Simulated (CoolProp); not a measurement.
Decamethyltetrasiloxane (MD2M) along the isobar 0.203 MPa: fugacity coefficient from the reference equation and from simpler models built on Tc = 599.4 K, pc = 1.144 MPa, ω = 0.635; each cubic takes its own stable root.

Model: reference Helmholtz-energy equation of state, Thol 2017, in CoolProp.

```
T (K)   phase  reference
-----  ------  ---------
273.6  liquid   2.977e-5
292.5  liquid  0.0001676
311.3  liquid  0.0007177
330.1  liquid   0.002482
349    liquid   0.007244
367.8  liquid    0.01819
386.6  liquid    0.04047
405.5  liquid    0.08161
```

Q: How far does each simpler model (van der Waals, Soave-Redlich-Kwong, Peng-Robinson) lie from the reference over these 8 states: mean and median of the absolute difference, and the worst?

A: 
- van der Waals: mean 51686.3 %, median 8346.2 %, worst +283877.2 % at 273.6 K and 0.203 MPa
- Soave-Redlich-Kwong: mean 11.7 %, median 7.1 %, worst +36.8 % at 273.6 K and 0.203 MPa
- Peng-Robinson: mean 28.9 %, median 20.1 %, worst +80.6 % at 273.6 K and 0.203 MPa
